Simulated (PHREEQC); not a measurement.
PHREEQC input (ion-association model, phreeqc.dat):

```
SOLUTION_SPECIES
  CO3-2 + 10 H+ + 8 e- = CH4 + 3 H2O  # shut off: no methane
    -log_k -100
    -delta_h 0
    -analytic -100
SOLUTION 1
  temp 25
  units mol/kgw
  pH 7 charge
END
SELECTED_OUTPUT 1
  -reset false
  -pH true
  -pe true
  -ionic_strength true
  -water true
  -totals C C(-4) C(4) Sg
  -molalities H+ CO3-2 OH- HCO3- CO2 (CO2)2
USER_PUNCH 1
  -headings p_CO2(g) phi_CO2(g) p_H2Sg(g) phi_H2Sg(g) p_H2O(g) phi_H2O(g) density
  10 PUNCH PR_P("CO2(g)"), PR_PHI("CO2(g)"), PR_P("H2Sg(g)"), PR_PHI("H2Sg(g)"), PR_P("H2O(g)"), PR_PHI("H2O(g)"), RHO
PRINT
  -reset false
USE solution 1
REACTION_TEMPERATURE 1
  80
GAS_PHASE 1
  -fixed_pressure
  -pressure 1
  -temperature 80
  -volume 20
  CO2(g) 0.65
  H2Sg(g) 0.35
  H2O(g) 0
END
# ... the last block is repeated for the other 6 points of P (atm)
```

Selected output (columns that matter, 7 of 7 rows; P (atm) added in front):

```
P (atm)	pH	mu	C	Sg	m_H+	m_OH-	m_CO2	p_CO2(g)	phi_CO2(g)	p_H2Sg(g)	phi_H2Sg(g)	p_H2O(g)	phi_H2O(g)	density
1	4.1906	6.5154e-05	0.004426	0.0074806	6.5154e-05	4.0391e-09	0.0043918	0.34856	0.9977	0.18375	0.99579	0.46769	0.99112	0.97182
2	3.9629	0.00011039	0.012668	0.021182	0.00011039	2.3996e-09	0.012592	1.0043	0.99407	0.52474	0.99043	0.47092	0.98459	0.97192
3	3.855	0.00014175	0.020852	0.034687	0.00014175	1.8761e-09	0.020723	1.6606	0.99073	0.86533	0.98536	0.47405	0.97836	0.97203
5	3.7308	0.0001891	0.037043	0.061186	0.0001891	1.4141e-09	0.036762	2.973	0.98425	1.5467	0.97544	0.48032	0.96611	0.97224
7.5	3.6381	0.00023457	0.056947	0.093391	0.00023457	1.1457e-09	0.05639	4.6124	0.97628	2.3993	0.96319	0.48832	0.95097	0.9725
10	3.5747	0.00027184	0.076483	0.1246	0.00027184	9.926e-10	0.075557	6.2506	0.9684	3.2529	0.95105	0.49652	0.93595	0.97275
15	3.4883	0.00033233	0.11446	0.18408	0.00033233	8.1732e-10	0.11253	9.5232	0.95282	4.9632	0.92702	0.51362	0.90618	0.97325
```

Complexes and solids missing from the database can't appear. At this temperature some constants are extrapolated from 25 °C, and those without enthalpy data are left unchanged.
